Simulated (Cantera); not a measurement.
A perfectly stirred reactor is fed with C₂H₄ : H₂ = 1 : 8.4 (molar parts), at 97.5 Torr; it is held at 1525 K, and followed from long to short residence time.

Computed with Cantera and GRI-Mech 3.0 (53 species, 325 reactions). GRI-Mech 3.0 was tuned for natural gas; its chemistry of ethylene as a main component is partial and can be far from experiment. GRI-Mech 3.0 stops at C3 and has no aromatics, soot or wall deposition, so with more carbon than oxygen in the feed, carbon stays in small species such as C2H2 where larger ones or solid carbon would form.

Q: Predict: x(C₂H₄) at τ = 26.0 s; x(H₂) at τ = 26.0 s; x(C₂H) at τ = 26.0 s; x(CH₃) at τ = 26.0 s; x(H) at τ = 26.0 s; x(C₂H₄) at τ = 0.220 s; x(H₂) at τ = 0.220 s; x(C₂H) at τ = 0.220 s; x(CH₃) at τ = 0.220 s; x(H) at τ = 0.220 s.

A: 
| Item | Result |
|---|---|
| x(C₂H₄) at τ = 26.0 s | 0.00230 |
| x(H₂) at τ = 26.0 s | 0.894 |
| x(C₂H) at τ = 26.0 s | 1.37e-8 |
| x(CH₃) at τ = 26.0 s | 2.38e-5 |
| x(H) at τ = 26.0 s | 6.37e-5 |
| x(C₂H₄) at τ = 0.220 s | 0.0108 |
| x(H₂) at τ = 0.220 s | 0.902 |
| x(C₂H) at τ = 0.220 s | 1.02e-8 |
| x(CH₃) at τ = 0.220 s | 1.45e-6 |
| x(H) at τ = 0.220 s | 4.90e-5 |
